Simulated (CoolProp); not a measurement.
Cyclohexane along the isobar 6.48 MPa: fugacity coefficient from the reference equation and from simpler models built on Tc = 553.6 K, pc = 4.081 MPa, ω = 0.209; each cubic takes its own stable root.

Values from CoolProp's reference Helmholtz-energy equation of state, Zhou 2014.

```csv
T (K),phase,reference,van der Waals,Redlich-Kwong,Soave-Redlich-Kwong,Peng-Robinson
524.5,liquid,0.3609,0.4405,0.3861,0.3727,0.3554
533.1,liquid,0.3902,0.4605,0.4124,0.4027,0.3840
541.8,liquid,0.4202,0.4807,0.4390,0.4333,0.4133
550.5,liquid,0.4505,0.5007,0.4654,0.4639,0.4426
559.2,supercritical,0.4806,0.5205,0.4915,0.4942,0.4716
567.9,supercritical,0.5104,0.5400,0.5170,0.5238,0.4999
576.6,supercritical,0.5393,0.5591,0.5418,0.5523,0.5272
585.3,supercritical,0.5667,0.5778,0.5654,0.5792,0.5529
593.9,supercritical,0.5917,0.5957,0.5874,0.6038,0.5765
602.6,supercritical,0.6144,0.6131,0.6080,0.6265,0.5982
611.3,supercritical,0.6349,0.6297,0.6270,0.6471,0.6180
620,supercritical,0.6533,0.6453,0.6443,0.6659,0.6363
```
